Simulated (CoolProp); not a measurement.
The fluid at 293.15 K and 1.62 MPa is throttled through a valve to 0.319 MPa with no heat exchange. The same conditions are run with several fluids, on thermodynamics alone (safety and materials aside).

Computed with CoolProp (reference Helmholtz-energy equation of state of each fluid (fluoroethane (R161): Wu 2012; n-perfluoropentane: Gao 2022; carbonyl sulfide: Lemmon 2006; cyclopentane: Gedanitz 2015; R141b: Lemmon 2006)).

```json
[
 {"fluid": "fluoroethane (R161)", "temperature change (K)": "-29.2", "final phase": "two-phase, vapour fraction 0.162", "final density (kg/m³)": "44.5"},
 {"fluid": "n-perfluoropentane", "temperature change (K)": "+0.3", "final phase": "liquid", "final density (kg/m³)": "1620"},
 {"fluid": "carbonyl sulfide", "temperature change (K)": "-41.9", "final phase": "two-phase, vapour fraction 0.187", "final density (kg/m³)": "50.6"},
 {"fluid": "cyclopentane", "temperature change (K)": "+0.6", "final phase": "liquid", "final density (kg/m³)": "745"},
 {"fluid": "R141b", "temperature change (K)": "+0.5", "final phase": "liquid", "final density (kg/m³)": "1240"}
]
```
